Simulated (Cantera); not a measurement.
**Thermodynamics of silicon oxide and oxynitride deposition, feed Si₂H₆ + CO₂ + H₂**

A closed system holds: 1 mol Si₂H₆, 1.1 mol CO₂, 0.59 mol H₂, held at 0.0100 bar.

Method: chemical equilibrium by Gibbs-energy minimisation in Cantera with the NASA 1993 tables (ideal gas, pure condensed phases). Candidate condensed phases: C, C₆H₆, C₇H₈, C₈H₁₈, H₂O, Si, SiC, SiO₂; 123 gas species. The feed counts by its element totals alone. Mutual solubility and eutectic melting of coexisting phases are not modelled. The tables hold silica as quartz up to 1696 K and as liquid above; real silica turns to tridymite and cristobalite and melts near 1996 K. Gases not in the tables: Si₂H₆ and higher silanes. Equilibrium is a limit: real reactors are often held back by kinetics, nucleation or transport.

| T (°C) | x H₂ | x SiO | x CO | x H | x Si | x SiH | n SiC(s) | n SiO₂(β-quartz) |
|---|---|---|---|---|---|---|---|---|
| 1075 | 0.964 | 0.000233 | 0.0359 | 2.27e-5 | 1.84e-10 | 1.16e-10 | 0.966 | 1.03 |
| 1125 | 0.963 | 0.00107 | 0.0361 | 4.64e-5 | 1.81e-9 | 8.97e-10 | 0.965 | 1.03 |
| 1175 | 0.958 | 0.00440 | 0.0371 | 9.02e-5 | 1.50e-8 | 5.90e-9 | 0.961 | 1.02 |
| 1225 | 0.943 | 0.0161 | 0.0404 | 0.000167 | 1.04e-7 | 3.26e-8 | 0.946 | 0.993 |
| 1275 | 0.898 | 0.0513 | 0.0505 | 0.000292 | 5.74e-7 | 1.44e-7 | 0.898 | 0.897 |
| 1325 | 0.781 | 0.142 | 0.0763 | 0.000470 | 2.48e-6 | 4.81e-7 | 0.749 | 0.598 |
| 1375 | 0.619 | 0.268 | 0.112 | 0.000701 | 8.37e-6 | 1.21e-6 | 0.450 | 0 |
| 1425 | 0.619 | 0.268 | 0.112 | 0.00114 | 2.33e-5 | 2.86e-6 | 0.450 | 0 |
| 1475 | 0.619 | 0.267 | 0.112 | 0.00180 | 6.14e-5 | 6.43e-6 | 0.450 | 0 |
| 1525 | 0.618 | 0.267 | 0.112 | 0.00277 | 0.000153 | 1.38e-5 | 0.449 | 0 |
| 1575 | 0.616 | 0.267 | 0.112 | 0.00416 | 0.000362 | 2.83e-5 | 0.449 | 0 |
| 1625 | 0.614 | 0.266 | 0.112 | 0.00613 | 0.000818 | 5.59e-5 | 0.447 | 0 |
x: gas mole fraction; n: condensed amount in mol.

From 1075 °C to 1325 °C the condensed part is SiC(s) + SiO₂(β-quartz). From 1375 °C to 1625 °C the condensed part is SiC(s). The main Si-bearing gas is SiO throughout.
